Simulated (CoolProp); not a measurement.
A closed Brayton cycle with nitrogen: compressor inlet 319.15 K and 7.9 MPa, high pressure 26.8 MPa, turbine inlet 805 K, compressor efficiency 0.85, turbine efficiency 0.93, recuperator effectiveness 0.9 (on enthalpy, no pinch check). Each further row changes one setting.

The numbers come from the reference Helmholtz-energy equation of state, Span 2000 in CoolProp.

```
case                           thermal efficiency (%)  net work (kJ/kg)  compressor to turbine work  compressor exit (K)  turbine exit (K)
-----------------------------  ----------------------  ----------------  --------------------------  -------------------  ----------------
as stated                                        27.7              72.5                        0.71                478.1             593.3
turbine inlet 755 K                              23.6              57.2                        0.75                478.1             554.6
compressor inlet 329.15 K                        25.8              66.7                        0.73                493.0             593.3
high pressure 22.8 MPa                           29.8              71.2                        0.67                453.8             618.0
recuperator effectiveness 0.5                    23.2              72.5                        0.71                478.1             593.3
```
